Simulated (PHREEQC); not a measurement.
Consider water at 25 °C with 4.5 mmol/kgw KH2PO4, 0.12 mmol/kgw NaOH and 0.064 mmol/kgw ZnSO4. Closed to the air; pH follows from the charge balance.

Equilibrium calculation in PHREEQC: ion-association model, wateq4f.dat.

| quantity | before | after |
|---|---|---|
| pH | 5.56 | 5.61 |
| HPO4-2 (mol/kgw) | 0.000124 | 0.000123 |
| SO4-2 (mol/kgw) | 6.20e-5 | 6.25e-5 |
| H3PO4 (mol/kgw) | 1.64e-6 | 1.13e-6 |
| KSO4- (mol/kgw) | 1.45e-6 | 1.02e-6 |
| SI of Zincite(c) (ZnO) | -4.34 | -5.38 |

Q: Which change was made?
A) temperature from 25 to 5 °C
B) KH2PO4 from 0.0045 to 0.0225 mol/kgw
C) 0.0017 mol/kgw Fe2(SO4)3 added
D) 0.00085 mol/kgw HCl added
E) diluted 10-fold with water

A: A, temperature from 25 to 5 °C

No solid was allowed to form. H3PO4, which wateq4f.dat lacks, is added to it with the constant of phreeqc.dat. At this temperature some constants are extrapolated from 25 °C, and those without enthalpy data are left unchanged. The database has no phosphate complexes of Zn.
